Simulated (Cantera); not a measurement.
A perfectly stirred reactor is fed with H2 : O2 : N2 = 0.79 : 0.294 : 1.76 (molar parts), equivalence ratio 1.3, at 5.00 bar; it is adiabatic with a 548 K inlet, and is followed from long to short residence time, starting on the burning branch (τ in s: 0.068, 0.029, 0.012, 0.0052, 0.0022, 0.00093, 0.00039, 0.00017, 7e-05, 3e-05, 1.3e-05).

Computed with Cantera and GRI-Mech 3.0 (53 species, 325 reactions). The hydrogen kinetics of GRI-Mech 3.0 are dated; newer H2 mechanisms differ, most at raised pressure.

Predict: blow-out, bracketed by the residence times tried; x(H2) at τ = 68.0 ms; x(O2) at τ = 68.0 ms; x(H2O2) at τ = 68.0 ms; x(H) at τ = 68.0 ms; x(O) at τ = 68.0 ms; x(H2) at τ = 0.930 ms; x(O2) at τ = 0.930 ms; x(H2O2) at τ = 0.930 ms; x(H) at τ = 0.930 ms; x(O) at τ = 0.930 ms.


- blow-out, bracketed by the residence times tried = burning at 13.0 µs, the shortest tried
- x(H2) at τ = 68.0 ms = 0.0790
- x(O2) at τ = 68.0 ms = 2.86e-5
- x(H2O2) at τ = 68.0 ms = 5.85e-9
- x(H) at τ = 68.0 ms = 0.000798
- x(O) at τ = 68.0 ms = 2.05e-6
- x(H2) at τ = 0.930 ms = 0.0780
- x(O2) at τ = 0.930 ms = 0.000415
- x(H2O2) at τ = 0.930 ms = 1.40e-7
- x(H) at τ = 0.930 ms = 0.00535
- x(O) at τ = 0.930 ms = 9.05e-5
